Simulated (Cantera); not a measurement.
A perfectly stirred reactor is fed with N2O : H2 : N2 = 1 : 0.003 : 7.3 (molar parts), at 6.30 Torr; it is held at 1548 K, and followed from long to short residence time.

Cantera simulation using GRI-Mech 3.0 (53 species, 325 reactions); the numbers are that mechanism's predictions, not measurements. GRI-Mech 3.0 was tuned for natural gas; its chemistry of N2O as a main component is partial and can be far from experiment. Radical loss at walls, strong at low pressure, is not modelled. The temperature is held fixed by assumption; the heat of reaction is taken as removed at once.

What does this change do: temperature 1548 to 1250 K?


```
quantity                 before     after
---------------------  --------  --------
x(N2O) at τ = 0.640 s    0.0766     0.119
x(H2) at τ = 0.640 s    1.92e-5  0.000158
x(NO) at τ = 0.640 s     0.0101  0.000112
x(H) at τ = 0.640 s     7.29e-7   1.80e-7
x(H2O) at τ = 0.640 s  0.000311  0.000198
x(N2O) at τ = 49.0 ms     0.115     0.120
x(H2) at τ = 49.0 ms   0.000140  0.000343
x(NO) at τ = 49.0 ms    0.00110   8.32e-6
x(H) at τ = 49.0 ms     1.34e-6   2.03e-7
x(H2O) at τ = 49.0 ms  0.000187   1.59e-5
```
The mechanism lacks the step 2 NO + O2 → 2 NO2, which can matter for NO2 below about 1400 K.

What does this change do: H2 0.003 to 0.0052 parts?


```json
[
 {"quantity": "x(N2O) at τ = 0.640 s", "before": "0.0766", "after": "0.0764"},
 {"quantity": "x(H2) at τ = 0.640 s", "before": "1.92e-5", "after": "2.96e-5"},
 {"quantity": "x(NO) at τ = 0.640 s", "before": "0.0101", "after": "0.00983"},
 {"quantity": "x(H) at τ = 0.640 s", "before": "7.29e-7", "after": "9.61e-7"},
 {"quantity": "x(H2O) at τ = 0.640 s", "before": "0.000311", "after": "0.000553"},
 {"quantity": "x(N2O) at τ = 49.0 ms", "before": "0.115", "after": "0.115"},
 {"quantity": "x(H2) at τ = 49.0 ms", "before": "0.000140", "after": "0.000219"},
 {"quantity": "x(NO) at τ = 49.0 ms", "before": "0.00110", "after": "0.00107"},
 {"quantity": "x(H) at τ = 49.0 ms", "before": "1.34e-6", "after": "2.08e-6"},
 {"quantity": "x(H2O) at τ = 49.0 ms", "before": "0.000187", "after": "0.000360"}
]
```
